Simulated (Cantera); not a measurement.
A Cantera script and what it prints.

```python
import numpy as np
import cantera as ct

gas_names = """
    CL CL2 H HCL H2 Si SiCL SiCL2 SiCL3 SiCL4 SiH SiHCL3 SiH2 SiH2CL2 SiH3 SiH3CL SiH4 Si2 Si3
""".split()
cond_names = """
    Si(cr) Si(L)
""".split()


def load(file, names, dense=False):
    # The tables refer to 1 bar. Condensed volumes are neglected.
    table = {s.name: s for s in ct.Species.list_from_file(file)}
    out = []
    for n in names:
        d = dict(table[n].input_data)
        d["thermo"] = dict(d["thermo"], **{"reference-pressure": 1e5})
        if dense:
            d["equation-of-state"] = {"model": "constant-volume", "density": "1e6 g/cm^3"}
        out.append(ct.Species.from_dict(d))
    return out


gas = ct.Solution(thermo="ideal-gas", species=load("nasa_gas.yaml", gas_names))
cond = {s.name: ct.Solution(thermo="fixed-stoichiometry", species=[s], name=s.name)
        for s in load("nasa_condensed.yaml", cond_names, dense=True)}
atoms = {
    'Si2Cl6': {'Si': 2, 'CL': 6},
    'H2': {'H': 2},
}
top_T = {}  # K; cautious upper limits of use, not melting points


def equilibrate(T, P, feed):
    n = {}
    for name, mol in feed.items():
        for a, k in atoms[name].items():
            n[a] = n.get(a, 0.0) + k * mol
    gas.TPX = T, P, n
    mass = sum(n.values()) * gas.mean_molecular_weight
    gas.equilibrate("TP")
    valid = [c for c in cond.values() if c.min_temp <= T <= top_T.get(c.name, c.max_temp)]
    mix = ct.Mixture([(gas, mass / gas.mean_molecular_weight)] + [(c, 0.0) for c in valid])
    mix.T, mix.P = T, P
    mix.equilibrate("TP", solver="vcs", rtol=1e-11, max_steps=5000)
    return mix


results = []
feed = {'Si2Cl6': 1, 'H2': 71}  # mol
T = 1275  # K
P = 13332.2  # Pa
mix = equilibrate(T, P, feed)
results.append((T, P, feed, dict(zip(mix.species_names, mix.species_moles))))
print(gas.report(threshold=1e-05))
for i in range(1, mix.n_phases):
    print(f"{mix.phase(i).name:16s} {mix.phase_moles(i):12.5e} mol")
```

Output:

```
       temperature   1275 K
          pressure   13332 Pa
           density   0.0065262 kg/m^3
  mean mol. weight   5.1892 kg/kmol
   phase of matter   gas

                          1 kg             1 kmol
                     ---------------   ---------------
          enthalpy        4.0351e+06        2.0939e+07  J
   internal energy        1.9922e+06        1.0338e+07  J
           entropy             38240        1.9843e+05  J/K
    Gibbs function        -4.472e+07       -2.3206e+08  J
 heat capacity c_p            6184.1             32091  J/K
 heat capacity c_v            4581.9             23776  J/K

                      mass frac. Y      mole frac. X     chem. pot. / RT
                     ---------------   ---------------   ---------------
               HCL           0.33518          0.047707           -38.694
                H2           0.36507           0.93969            -20.22
             SiCL2           0.11976         0.0062782           -61.365
             SiCL3          0.040453         0.0015615           -89.949
             SiCL4          0.082714         0.0025266           -118.53
            SiHCL3          0.052431         0.0020088           -100.06
           SiH2CL2         0.0043087        0.00022137           -81.584
     [  +12 minor]        8.9385e-05        9.0076e-06

Si(cr)            1.07249e+00 mol
```

Method: chemical equilibrium by Gibbs-energy minimisation in Cantera with the NASA 1993 tables (ideal gas, pure condensed phases). The feed counts by its element totals alone. The tables' values for SiCl3 are old estimates; treat these amounts as uncertain.
